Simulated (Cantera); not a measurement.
# Premixed flame

A freely propagating, adiabatic, planar premixed flame of CH4 : O2 : N2 = 1 : 1.67 : 6.27 (molar parts), equivalence ratio 1.2, unburnt at 575 K and 1.00 atm; multicomponent transport, grid criteria slope 0.08 and curve 0.16, no radiation.

Detailed kinetics in Cantera: GRI-Mech 3.0 (53 species, 325 reactions). Burning velocities carry a grid error of a few per cent, more on coarse grids.

```json
[
 {"z (mm)": "-1.04", "T (K)": "575", "u (m/s)": "1.11", "x CH4": "0.112", "x O2": "0.186", "x NO": "<1e-8", "x HCN": "<1e-8", "x HCO": "<1e-8", "x H": "<1e-8"},
 {"z (mm)": "-0.691", "T (K)": "577", "u (m/s)": "1.12", "x CH4": "0.111", "x O2": "0.186", "x NO": "<1e-8", "x HCN": "<1e-8", "x HCO": "<1e-8", "x H": "<1e-8"},
 {"z (mm)": "-0.518", "T (K)": "587", "u (m/s)": "1.14", "x CH4": "0.110", "x O2": "0.184", "x NO": "4.70e-8", "x HCN": "1.65e-8", "x HCO": "<1e-8", "x H": "<1e-8"},
 {"z (mm)": "-0.345", "T (K)": "660", "u (m/s)": "1.29", "x CH4": "0.105", "x O2": "0.178", "x NO": "4.48e-7", "x HCN": "2.00e-7", "x HCO": "<1e-8", "x H": "1.33e-6"},
 {"z (mm)": "-0.173", "T (K)": "1086", "u (m/s)": "2.17", "x CH4": "0.0741", "x O2": "0.142", "x NO": "4.73e-6", "x HCN": "2.53e-6", "x HCO": "1.20e-6", "x H": "0.000138"},
 {"z (mm)": "-0.0863", "T (K)": "1498", "u (m/s)": "3.03", "x CH4": "0.0404", "x O2": "0.0987", "x NO": "1.11e-5", "x HCN": "6.56e-6", "x HCO": "2.07e-5", "x H": "0.000918"},
 {"z (mm)": "0", "T (K)": "1873", "u (m/s)": "3.83", "x CH4": "0.0103", "x O2": "0.0499", "x NO": "2.25e-5", "x HCN": "1.36e-5", "x HCO": "6.50e-5", "x H": "0.00399"},
 {"z (mm)": "0.0863", "T (K)": "2043", "u (m/s)": "4.18", "x CH4": "0.000997", "x O2": "0.0210", "x NO": "3.90e-5", "x HCN": "1.53e-5", "x HCO": "3.00e-5", "x H": "0.00816"},
 {"z (mm)": "0.173", "T (K)": "2086", "u (m/s)": "4.26", "x CH4": "5.38e-5", "x O2": "0.0105", "x NO": "5.22e-5", "x HCN": "8.83e-6", "x HCO": "3.17e-6", "x H": "0.0104"},
 {"z (mm)": "0.345", "T (K)": "2118", "u (m/s)": "4.30", "x CH4": "1.49e-7", "x O2": "0.00585", "x NO": "6.32e-5", "x HCN": "2.00e-6", "x HCO": "1.28e-7", "x H": "0.0109"},
 {"z (mm)": "0.691", "T (K)": "2155", "u (m/s)": "4.36", "x CH4": "<1e-8", "x O2": "0.00439", "x NO": "7.02e-5", "x HCN": "1.52e-7", "x HCO": "9.40e-8", "x H": "0.00961"},
 {"z (mm)": "1.38", "T (K)": "2201", "u (m/s)": "4.44", "x CH4": "<1e-8", "x O2": "0.00318", "x NO": "7.84e-5", "x HCN": "<1e-8", "x HCO": "7.05e-8", "x H": "0.00750"},
 {"z (mm)": "2.76", "T (K)": "2248", "u (m/s)": "4.53", "x CH4": "<1e-8", "x O2": "0.00197", "x NO": "9.01e-5", "x HCN": "<1e-8", "x HCO": "4.82e-8", "x H": "0.00530"}
]
```
x: mole fraction of selected species; z is measured from the peak of heat release.

```
Item                         Value
------------------------  --------
laminar burning velocity  111 cm/s
thermal thickness         0.345 mm
peak x(HCN)                1.62e-5
peak x(HCO)                6.56e-5
peak x(H)                   0.0110
grid points                    154
```
